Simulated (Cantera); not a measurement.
A diamond (100) surface in a fixed gas of H2 with x(CH4) = 0.0022, x(H) = 0.0011, x(CH3) = 1.2e-05, 22.5 Torr; coverages are run to steady state.

Detailed kinetics in Cantera: the Harris–Goodwin 1993 mechanism for the reconstructed diamond (100) surface.

θ: site fractions in the mechanism's names (c6HH fully hydrogenated, c6H* and c6*H radical sites, c6** diradical, c6HM methylated).

```
T (K)  growth (µm/h)  θ c6HH  θ c6H*  θ c6*H   θ c6**    θ c6HM
-----  -------------  ------  ------  ------  -------  --------
950            0.135   0.640  0.0140   0.331  0.00635   0.00666
1025           0.136   0.576  0.0203   0.388   0.0106   0.00339
1100          0.0777   0.521  0.0274   0.435   0.0158  0.000989
1175             [?]     [?]     [?]   0.469      [?]       [?]
1250          0.0328   0.439  0.0422   0.491   0.0268   4.08e-5
1325          0.0291   0.415  0.0492   0.504   0.0313   8.38e-6
1400             [?]   0.401     [?]   0.509      [?]       [?]
```

Q: Some entries are withheld; supply them.

A: 
- 1175, growth (µm/h): 0.0405
- 1175, θ c6HH: 0.475
- 1175, θ c6H*: 0.0348
- 1175, θ c6**: 0.0215
- 1175, θ c6HM: 0.000204
- 1400, growth (µm/h): 0.0160
- 1400, θ c6H*: 0.0556
- 1400, θ c6**: 0.0345
- 1400, θ c6HM: 1.81e-6
